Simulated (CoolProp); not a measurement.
Vapour-liquid equilibrium of isobutene (1) + n-butane (2) at 0.134 MPa; x and y are mole fractions of (1).

Model: multi-fluid Helmholtz-energy mixture model, Lemmon 2005 and Bücker 2006; pair parameters Bell 2016, in CoolProp.

Problem. Give the bubble temperature and the first vapour's composition at x = 0.35, 0.575, 0.725. Is there an azeotrope?

Solution. x = 0.35: 4.2 °C, y = 0.407; x = 0.575: 2.7 °C, y = 0.627; x = 0.725: 1.8 °C, y = 0.764. No azeotrope shows between x = 0.05 and 0.95.

Pair parameters are fitted to limited data, so mixtures are less certain than the pure fluids.
